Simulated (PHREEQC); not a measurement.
Consider water at 24 °C with 2.4 mmol/kgw Cu(NO3)2, 2.6 mmol/kgw H2SO4 and 54 mmol/kgw Na2SO4. Closed to the air; pH follows from the charge balance.

Equilibrium calculation in PHREEQC: ion-association model, phreeqc.dat.

The pH comes out as 2.77 and the ionic strength is 0.151 mol/kgw. The specific conductance is 9780 µS/cm and the density is 1.005 g/cm³. The total alkalinity is -5.20 meq/kg.

```json
[
 {"species": "Na+", "molality": "0.101", "activity": "0.0768", "log γ": "-0.118"},
 {"species": "SO4-2", "molality": "0.0450", "activity": "0.0146", "log γ": "-0.490"},
 {"species": "NaSO4-", "molality": "0.00730", "activity": "0.00557", "log γ": "-0.117"},
 {"species": "NO3-", "molality": "0.00480", "activity": "0.00345", "log γ": "-0.143"},
 {"species": "HSO4-", "molality": "0.00310", "activity": "0.00235", "log γ": "-0.119"},
 {"species": "H+", "molality": "0.00210", "activity": "0.00170", "log γ": "-0.092"},
 {"species": "CuSO4", "molality": "0.00121", "activity": "0.00125", "log γ": "0.015"},
 {"species": "Cu+2", "molality": "0.00119", "activity": "0.000424", "log γ": "-0.449"},
 {"species": "CuOH+", "molality": "3.36e-9", "activity": "2.49e-9", "log γ": "-0.131"}
]
```

This is a speciation only: nothing precipitates in the calculation.
